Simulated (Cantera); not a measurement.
A diamond (100) surface in a fixed gas of H2 with x(CH4) = 0.015, x(H) = 0.034, x(CH3) = 0.00092, 0.00987 atm; coverages are run to steady state.

Detailed kinetics in Cantera: the Harris–Goodwin 1993 mechanism for the reconstructed diamond (100) surface.

θ: site fractions in the mechanism's names (c6HH fully hydrogenated, c6H* and c6*H radical sites, c6** diradical, c6HM methylated).

| T (K) | growth (µm/h) | θ c6HH | θ c6H* | θ c6*H | θ c6** | θ c6HM |
|---|---|---|---|---|---|---|
| 900 | ___ | 0.673 | 0.0102 | 0.285 | 0.00426 | 0.0222 |
| 950 | ___ | 0.629 | 0.0139 | 0.328 | 0.00654 | 0.0177 |
| 1000 | ___ | 0.585 | 0.0180 | 0.368 | 0.00957 | 0.0141 |
| 1050 | 5.48 | 0.544 | 0.0227 | 0.404 | 0.0134 | 0.0109 |
| 1100 | 5.75 | 0.505 | 0.0277 | 0.437 | 0.0182 | 0.00776 |
| 1150 | ___ | 0.469 | 0.0329 | 0.466 | 0.0240 | 0.00472 |
| 1200 | ___ | 0.436 | 0.0384 | 0.491 | 0.0307 | 0.00238 |
| 1250 | ___ | 0.405 | 0.0439 | 0.511 | 0.0384 | 0.00104 |
| 1300 | 2.33 | 0.376 | 0.0493 | 0.527 | 0.0469 | 0.000430 |
| 1350 | 2.22 | 0.350 | 0.0547 | 0.539 | 0.0561 | 0.000174 |
| 1400 | 2.22 | 0.326 | 0.0599 | 0.548 | 0.0662 | 7.03e-5 |

### Question
Complete the blanks.

### Answer

- 900, growth (µm/h): 2.81
- 950, growth (µm/h): 3.71
- 1000, growth (µm/h): 4.67
- 1150, growth (µm/h): 5.10
- 1200, growth (µm/h): 3.87
- 1250, growth (µm/h): 2.84
